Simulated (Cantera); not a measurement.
What does this Cantera script print?

```python
import numpy as np
import cantera as ct

gas = ct.Solution("gri30.yaml")
gas.TPX = 1948, 51000, {'C2H6': 1, 'H2': 1.1}
reactor = ct.IdealGasConstPressureReactor(gas, energy="off", clone=False)
net = ct.ReactorNet([reactor])
net.rtol, net.atol = 1e-08, 1e-18
show = ['C2H6', 'H2', 'H', 'C2H2', 'CH4', 'C2H4', 'CH3']
times = np.geomspace(6e-05, 10, 11)

steps = ct.SolutionArray(gas, extra=["t"])
rows = []
print(f"{'t/s':>10s}{'T/K':>9s}{'P/Pa':>11s}" + "".join(f"{s:>11s}" for s in show))
for t in times:
    while net.time < t:
        t_next = net.step()
        steps.append(gas.state, t=t_next)
    rows.append([np.interp(t, steps.t, y) for y in (steps.T, steps.P, *steps(*show).X.T)])
    print(f"{t:10.3e}{rows[-1][0]:9.1f}{rows[-1][1]:11.4g}" + "".join(f"{x:11.3e}" for x in rows[-1][2:]))
rate = np.gradient(steps.T, steps.t)
print("integrator steps:", len(steps.t))
if steps.T.max() > steps.T[0] + 200:
    print(f"time of steepest temperature rise: {steps.t[rate.argmax()]:.4e} s")
gas.TPX = 1948, 51000, {'C2H6': 1, 'H2': 1.1}
gas.equilibrate("TP")
print(f"equilibrium (TP): T = {gas.T:.1f} K  " + "  ".join(f"{s} {gas[s].X[0]:.3e}" for s in show))
```

It prints:

```
       t/s      T/K       P/Pa       C2H6         H2          H       C2H2        CH4       C2H4        CH3
 6.000e-05   1948.0    5.1e+04  5.205e-04  5.803e-01  9.946e-04  1.583e-01  2.172e-01  3.521e-02  7.103e-03
 1.997e-04   1948.0    5.1e+04  2.936e-04  6.142e-01  9.525e-04  1.889e-01  1.822e-01  7.875e-03  5.433e-03
 6.645e-04   1948.0    5.1e+04  1.422e-04  6.609e-01  1.069e-03  2.086e-01  1.224e-01  2.924e-03  3.850e-03
 2.212e-03   1948.0    5.1e+04  3.410e-05  7.106e-01  1.206e-03  2.273e-01  5.772e-02  1.263e-03  1.926e-03
 7.360e-03   1948.0    5.1e+04  4.502e-06  7.393e-01  1.321e-03  2.376e-01  2.008e-02  8.750e-04  7.091e-04
 2.449e-02   1948.0    5.1e+04  5.680e-07  7.496e-01  1.371e-03  2.413e-01  6.628e-03  8.386e-04  2.402e-04
 8.152e-02   1948.0    5.1e+04  2.152e-07  7.519e-01  1.382e-03  2.421e-01  3.576e-03  8.383e-04  1.303e-04
 2.713e-01   1948.0    5.1e+04  2.035e-07  7.520e-01  1.382e-03  2.422e-01  3.430e-03  8.384e-04  1.250e-04
 9.029e-01   1948.0    5.1e+04  2.035e-07  7.520e-01  1.382e-03  2.422e-01  3.430e-03  8.384e-04  1.250e-04
 3.005e+00   1948.0    5.1e+04  2.035e-07  7.520e-01  1.382e-03  2.422e-01  3.430e-03  8.384e-04  1.250e-04
 1.000e+01   1948.0    5.1e+04  2.035e-07  7.520e-01  1.382e-03  2.422e-01  3.430e-03  8.384e-04  1.250e-04
integrator steps: 1423
equilibrium (TP): T = 1948.0 K  C2H6 2.035e-07  H2 7.520e-01  H 1.382e-03  C2H2 2.422e-01  CH4 3.430e-03  C2H4 8.384e-04  CH3 1.250e-04
```

Computed with Cantera and GRI-Mech 3.0 (53 species, 325 reactions). GRI-Mech 3.0 stops at C3 and has no aromatics, soot or wall deposition, so with more carbon than oxygen in the feed, carbon stays in small species such as C2H2 where larger ones or solid carbon would form.
